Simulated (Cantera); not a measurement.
An isothermal, constant-pressure homogeneous reactor starts with 0.349 % CH₄, 5.00 % O₂, 94.4 % N₂, 0.217 % H₂O, equivalence ratio 0.14, at 925 K and 2.20 bar.

Model: GRI-Mech 3.0 (53 species, 325 reactions), integrated in Cantera. Below about 1000 K GRI-Mech 3.0 lacks low-temperature oxidation paths.

x: mole fraction; the columns are a selection and need not sum to one.

| t (s) | x CH₄ | x O₂ | x OH | x NO | x CH₃ | x H | x CO |
|---|---|---|---|---|---|---|---|
| 0.000100 | 0.00349 | 0.0500 | <1e-12 | <1e-12 | 1.98e-12 | <1e-12 | <1e-12 |
| 0.000427 | 0.00349 | 0.0500 | <1e-12 | <1e-12 | 8.47e-12 | <1e-12 | <1e-12 |
| 0.00182 | 0.00349 | 0.0500 | <1e-12 | <1e-12 | 3.63e-11 | <1e-12 | <1e-12 |
| 0.00777 | 0.00349 | 0.0500 | <1e-12 | <1e-12 | 1.58e-10 | <1e-12 | <1e-12 |
| 0.0331 | 0.00349 | 0.0500 | <1e-12 | <1e-12 | 7.42e-10 | <1e-12 | <1e-12 |
| 0.141 | 0.00349 | 0.0500 | 3.08e-12 | <1e-12 | 4.67e-9 | <1e-12 | 3.89e-11 |
| 0.603 | 0.00349 | 0.0500 | 1.84e-11 | <1e-12 | 2.19e-8 | 1.41e-12 | ? |
| 2.57 | 0.00348 | 0.0500 | 1.70e-10 | <1e-12 | 7.59e-8 | 2.99e-11 | ? |
| 11.0 | 1.51e-5 | 0.0437 | 9.64e-9 | <1e-12 | 4.54e-9 | 3.36e-10 | ? |
| 46.9 | 2.05e-8 | 0.0432 | 4.17e-9 | <1e-12 | 6.71e-12 | 3.63e-11 | ? |
| 200 | 1.64e-12 | 0.0431 | 1.26e-9 | <1e-12 | <1e-12 | 1.36e-12 | ? |

Complete the blanks.


- 0.603, x CO: 6.75e-9
- 2.57, x CO: 1.20e-6
- 11.0, x CO: 0.00137
- 46.9, x CO: 0.000358
- 200, x CO: 4.02e-5
